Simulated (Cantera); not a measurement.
**PbO + CO + N2 (iron carbonyl, mercury and lead vapours)**

A closed system holds: 1 mol PbO, 0.053 mol CO, 58 mol N2.

Cantera equilibrium calculation (NASA polynomials, part measured and part estimated; ideal gas, pure solids and liquids). Candidate condensed phases: C, Pb, PbO, PbO2, Pb3O4; 27 gas species. Each liquid is taken as pure. Mutual solubility and eutectic melting of coexisting phases are not modelled. Equilibrium is a limit: real reactors are often held back by kinetics, nucleation or transport.

### Question
Map the stable condensed phases over T = 798, 848, 898, 948, 998, 1048, 1098, 1148, 1198, 1248, 1298, 1348 K and P in Pa = 10, 42, 180, 750, 3200, 13000, 56000, 240000, 1000000.

### Answer
```
T in K \ P in Pa
              10      42     180     750    3200   13000   56000  240000 1000000
   1348        A       A       A       A       A       B       B       B       C
   1298        A       A       A       A       B       B       B       B       C
   1248        A       A       A       A       B       B       B       C       C
   1198        A       A       A       B       B       B       B       C       C
   1148        A       A       B       B       B       B       C       C       C
   1098        A       B       B       B       B       C       C       C       C
   1048        B       B       B       B       B       C       C       C       C
    998        B       B       B       B       C       C       C       C       C
    948        B       B       B       C       C       C       C       C       C
    898        B       B       C       C       C       C       C       C       C
    848        B       C       C       C       C       C       C       C       C
    798        C       C       C       C       C       C       C       C       C
```
A: gas only; B: PbO; C: Pb + PbO.
